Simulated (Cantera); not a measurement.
Feed: 1 mol CF₄, 0.022 mol Si, 6.5 mol H₂, at 1198.15 K and 0.150 Torr.

Method: chemical equilibrium by Gibbs-energy minimisation in Cantera with the NASA 1993 tables (ideal gas, pure condensed phases). Candidate condensed phases: C, C₆H₆, C₇H₈, C₈H₁₈, Si, SiC; 113 gas species. Rates play no part.

Base state: H₂ 0.536, HF 0.461, SiF₄ 0.00259 (mole fractions); condensed: C(graphite).

Q: What changes in the equilibrium state with this change: temperature from 1198.15 K to 3198 K?

A: 
| species | before | after |
|---|---|---|
| H | 9.87e-6 | 0.711 |
| F | <1e-9 | 0.191 |
| C | <1e-9 | 0.0523 |
| H₂ | 0.536 | 0.00130 |
| HF | 0.461 | 0.0401 |
| Si | <1e-9 | 0.00120 |
| SiF₄ | 0.00259 | <1e-9 |
| C₂ | <1e-9 | 0.00148 |
| CF | <1e-9 | 0.00114 |
| C₃ | <1e-9 | 0.000495 |
| SiF | <1e-9 | 6.32e-5 |
| C(graphite), mol | 1.000 | 0 |
The tables' values for SiF are old estimates; treat these amounts as uncertain.

Q: What changes in the equilibrium state with this change: temperature from 1198.15 K to 3175 K?

A: 
```csv
species,before,after
H,9.87e-6,0.710
F,<1e-9,0.186
C,<1e-9,0.0516
H₂,0.536,0.00146
HF,0.461,0.0459
Si,<1e-9,0.00120
SiF₄,0.00259,<1e-9
C₂,<1e-9,0.00170
CF,<1e-9,0.00128
"C(graphite), mol",1.000,0
```
The tables' values for SiF, SiF₂ are old estimates; treat these amounts as uncertain.
